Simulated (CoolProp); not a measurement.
A single-stage vapour-compression cycle with cyclopentane: evaporating at 309.15 K (dew point), condensing at 369.15 K (bubble point), superheat 0 K, subcooling 5 K, compressor efficiency 0.65, no pressure losses. Each further row changes one setting.

The numbers come from the reference Helmholtz-energy equation of state, Gedanitz 2015 in CoolProp.

```json
[
 {"case": "as stated", "cooling COP": "2.79", "pressure ratio": "5.90", "discharge temperature (K)": "386.8", "refrigerating effect (kJ/kg)": "288", "volumetric capacity (kJ/m³)": "517"},
 {"case": "evaporating temperature 314.15 K", "cooling COP": "3.15", "pressure ratio": "4.94", "discharge temperature (K)": "384.3", "refrigerating effect (kJ/kg)": "294", "volumetric capacity (kJ/m³)": "622"},
 {"case": "condensing temperature 364.15 K", "cooling COP": "3.12", "pressure ratio": "5.22", "discharge temperature (K)": "381.6", "refrigerating effect (kJ/kg)": "299", "volumetric capacity (kJ/m³)": "537"},
 {"case": "subcooling 10 K", "cooling COP": "2.89", "pressure ratio": "5.90", "discharge temperature (K)": "386.8", "refrigerating effect (kJ/kg)": "299", "volumetric capacity (kJ/m³)": "537"},
 {"case": "superheat 10 K", "cooling COP": "___", "pressure ratio": "5.90", "discharge temperature (K)": "___", "refrigerating effect (kJ/kg)": "___", "volumetric capacity (kJ/m³)": "522"},
 {"case": "compressor efficiency 0.55", "cooling COP": "2.36", "pressure ratio": "5.90", "discharge temperature (K)": "397.7", "refrigerating effect (kJ/kg)": "288", "volumetric capacity (kJ/m³)": "517"}
]
```

### Question
Fill in the missing entries.

### Answer

- superheat 10 K, cooling COP: 2.82
- superheat 10 K, discharge temperature (K): 396.4
- superheat 10 K, refrigerating effect (kJ/kg): 301
